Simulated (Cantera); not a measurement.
**Equilibrium for titanium nitride, carbide and oxide coatings: Ti + H2 + C3H8**

A closed system holds: 1 mol Ti, 12 mol H2, 0.49 mol C3H8, held at 13.3 mbar.

Method: chemical equilibrium by Gibbs-energy minimisation in Cantera with the NASA 1993 tables (ideal gas, pure condensed phases). Candidate condensed phases: C, C6H6, C7H8, C8H18, Ti, TiC; 77 gas species. TiC: taken at fixed stoichiometry. The numbers say what is thermodynamically allowed, not how fast it happens.

```
T (°C)  log p H2  log p H  log p C2H2 (acetylene)  log p CH4  n C(graphite)  n TiC(s)
------  --------  -------  ----------------------  ---------  -------------  --------
777        -1.88    -9.03                  -10.26      -4.99          0.459      1.00
877        -1.88    -8.06                   -9.29      -5.38          0.466      1.00
977        -1.88    -7.25                   -8.47      -5.71          0.468      1.00
1077       -1.88    -6.56                   -7.78      -5.99          0.469      1.00
1177       -1.88    -5.96                   -7.19      -6.23          0.469      1.00
1277       -1.88    -5.44                   -6.67      -6.44          0.469      1.00
1377       -1.88    -4.98                   -6.22      -6.63          0.468      1.00
1477       -1.88    -4.57                   -5.82      -6.79          0.467      1.00
1577       -1.88    -4.21                   -5.46      -6.94          0.463      1.00
1677       -1.88    -3.88                   -5.14      -7.07          0.455      1.00
1777       -1.88    -3.59                   -4.86      -7.20          0.441     1.000
1877       -1.89    -3.32                   -4.60      -7.32          0.417     1.000
```
log p: log10 of the partial pressure in bar; n: condensed amount in mol.

From 777 °C to 1877 °C the condensed part is C(graphite) + TiC(s).
